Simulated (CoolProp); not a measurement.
A single-stage vapour-compression cycle with propylene: evaporating at 199.15 K (dew point), condensing at 235.15 K (bubble point), superheat 2 K, subcooling 8 K, compressor efficiency 0.6, no pressure losses. Each further row changes one setting.

Computed with CoolProp (reference Helmholtz-energy equation of state, Lemmon 2013).

```
case                              cooling COP  pressure ratio  discharge temperature (K)  refrigerating effect (kJ/kg)  volumetric capacity (kJ/m³)
--------------------------------  -----------  --------------  -------------------------  ----------------------------  ---------------------------
as stated                                   …            6.05                      301.8                           409                          265
evaporating temperature 204.15 K         3.67            4.51                      291.0                           414                            …
condensing temperature 230.15 K          3.57            4.89                      289.9                           420                          272
subcooling 13 K                             …            6.05                      301.8                           420                          272
superheat 12 K                              …            6.05                      313.6                             …                          259
compressor efficiency 0.5                2.52            6.05                      318.7                           409                          265
```

What belongs in the gaps?


- as stated, cooling COP: 3.02
- evaporating temperature 204.15 K, volumetric capacity (kJ/m³): 352
- subcooling 13 K, cooling COP: 3.10
- superheat 12 K, cooling COP: 2.97
- superheat 12 K, refrigerating effect (kJ/kg): 421
